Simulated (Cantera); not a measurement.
B₂H₆ + O₂ + H₂ (boron, boron nitride and boron oxide)

A closed system holds: 1 mol B₂H₆, 1.3 mol O₂, 25 mol H₂.

Cantera equilibrium calculation (NASA polynomials, part measured and part estimated; ideal gas, pure solids and liquids). Candidate condensed phases: B, B₂O₃, B₃O₃H₃, H₂O; 23 gas species. The feed counts by its element totals alone. Mutual solubility and eutectic melting of coexisting phases are not modelled. Rates play no part.

Stable condensed phases:

```
T in °C \ P in Pa
             10     25     63    160    400   1000   2500   6300  16000  40000 100000
   1525       A      A      A      A      A      A      A      A      A      B      B
   1475       A      A      A      A      A      A      A      A      B      B      B
   1425       A      A      A      A      A      A      A      A      B      B      B
   1375       A      A      A      A      A      A      A      B      B      B      B
   1325       A      A      A      A      A      A      B      B      B      B      B
   1275       A      A      A      A      A      B      B      B      C      C      C
   1225       A      A      A      B      B      B      B      C      C      C      C
   1175       A      A      B      B      B      B      C      C      C      C      C
   1125       A      B      B      B      C      C      C      C      C      C      C
   1075       B      B      B      C      C      C      C      C      C      C      C
   1025       B      C      C      C      C      C      C      C      C      C      C
```

A: gas only; B: B₂O₃; C: B + B₂O₃.
